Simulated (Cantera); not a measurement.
A Cantera script and its output.

```python
import numpy as np
import cantera as ct

gas = ct.Solution("gri30.yaml")
gas.TPX = 1750, 31000, {'CO': 1, 'H2': 0.044, 'O2': 0.29, 'N2': 1.09, 'H2O': 0.0095}
reactor = ct.IdealGasReactor(gas, energy="on", clone=False)
net = ct.ReactorNet([reactor])
net.rtol, net.atol = 1e-08, 1e-16
show = ['CO', 'H2', 'O2', 'NO', 'O', 'NO2', 'H']
times = np.geomspace(4e-06, 0.3, 13)

steps = ct.SolutionArray(gas, extra=["t"])
rows = []
print(f"{'t/s':>10s}{'T/K':>9s}{'P/Pa':>11s}" + "".join(f"{s:>11s}" for s in show))
for t in times:
    while net.time < t:
        t_next = net.step()
        steps.append(gas.state, t=t_next)
    rows.append([np.interp(t, steps.t, y) for y in (steps.T, steps.P, *steps(*show).X.T)])
    print(f"{t:10.3e}{rows[-1][0]:9.1f}{rows[-1][1]:11.4g}" + "".join(f"{x:11.3e}" for x in rows[-1][2:]))
rate = np.gradient(steps.T, steps.t)
print("integrator steps:", len(steps.t))
if steps.T.max() > steps.T[0] + 200:
    print(f"time of steepest temperature rise: {steps.t[rate.argmax()]:.4e} s")
gas.TPX = 1750, 31000, {'CO': 1, 'H2': 0.044, 'O2': 0.29, 'N2': 1.09, 'H2O': 0.0095}
gas.equilibrate("UV")
print(f"equilibrium (UV): T = {gas.T:.1f} K  " + "  ".join(f"{s} {gas[s].X[0]:.3e}" for s in show))
```

Result:

```
       t/s      T/K       P/Pa         CO         H2         O2         NO          O        NO2          H
 4.000e-06   1750.0    3.1e+04  4.109e-01  1.808e-02  1.192e-01  1.266e-13  1.097e-06  1.918e-19  5.568e-07
 1.019e-05   1750.0    3.1e+04  4.109e-01  1.808e-02  1.192e-01  1.155e-12  4.349e-06  6.362e-18  3.611e-06
 2.598e-05   1750.1    3.1e+04  4.108e-01  1.796e-02  1.190e-01  3.206e-11  8.423e-05  6.047e-16  8.145e-05
 6.620e-05   1790.4   3.17e+04  3.821e-01  2.555e-03  8.756e-02  2.036e-07  2.284e-02  2.242e-11  1.243e-02
 1.687e-04   1974.1  3.474e+04  3.113e-01  1.773e-03  3.844e-02  1.602e-05  5.739e-02  1.539e-09  3.070e-02
 4.299e-04   2214.6  3.841e+04  3.071e-01  2.398e-03  3.835e-02  1.085e-04  4.665e-02  9.617e-09  2.408e-02
 1.095e-03   2608.0  4.413e+04  2.968e-01  2.874e-03  3.559e-02  1.175e-03  2.992e-02  1.319e-07  1.399e-02
 2.792e-03   2875.3  4.776e+04  2.851e-01  2.912e-03  2.857e-02  8.215e-03  1.867e-02  1.297e-06  8.729e-03
 7.114e-03   2880.1   4.78e+04  2.849e-01  2.942e-03  2.725e-02  1.142e-02  1.772e-02  1.794e-06  8.508e-03
 1.813e-02   2880.1   4.78e+04  2.849e-01  2.943e-03  2.723e-02  1.148e-02  1.771e-02  1.802e-06  8.506e-03
 4.620e-02   2880.1   4.78e+04  2.849e-01  2.943e-03  2.723e-02  1.148e-02  1.771e-02  1.802e-06  8.506e-03
 1.177e-01   2880.1   4.78e+04  2.849e-01  2.943e-03  2.723e-02  1.148e-02  1.771e-02  1.802e-06  8.506e-03
 3.000e-01   2880.1   4.78e+04  2.849e-01  2.943e-03  2.723e-02  1.148e-02  1.771e-02  1.802e-06  8.506e-03
integrator steps: 1126
time of steepest temperature rise: 8.0740e-05 s
equilibrium (UV): T = 2880.1 K  CO 2.849e-01  H2 2.943e-03  O2 2.723e-02  NO 1.148e-02  O 1.771e-02  NO2 1.802e-06  H 8.506e-03
```

Detailed kinetics in Cantera: GRI-Mech 3.0 (53 species, 325 reactions).
